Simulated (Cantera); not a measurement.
Feed: 1 mol CuO, a varied amount of H2, 8.8 mol H2O, at 948 K and 3.00 mbar.

Method: chemical equilibrium by Gibbs-energy minimisation in Cantera with the NASA 1993 tables (ideal gas, pure condensed phases). Candidate condensed phases: Cu, CuO, Cu(OH)2, Cu2O, H2O; 12 gas species. Kinetics and transport are ignored.

log p: log10 of the partial pressure in bar; n: condensed amount in mol.

```csv
n(H2) (mol),log p H2O,log p H2,log p O2,log p OH,log p H,n CuO(s),n Cu2O(s),n Cu(s)
0.33,-2.53,-10.97,-4.65,-9.16,<-14,0.0685,0.466,(withheld)
0.55,-2.52,-7.82,-10.94,-10.73,-13.19,0,0.450,(withheld)
0.92,-2.52,-7.82,-10.94,-10.73,-13.19,0,0.0800,(withheld)
1.5,-2.54,-3.84,<-14,-12.75,-11.20,0,0,1.00
2.6,-2.59,-3.38,<-14,-13.02,-10.97,0,0,1.00
4.3,-2.65,-3.12,<-14,-13.21,-10.84,0,0,1.00
7.1,-2.73,-2.94,<-14,-13.38,-10.75,0,0,1.00
```

Complete the blanks.


- 0.33, n Cu(s): 0
- 0.55, n Cu(s): 0.0999
- 0.92, n Cu(s): 0.840
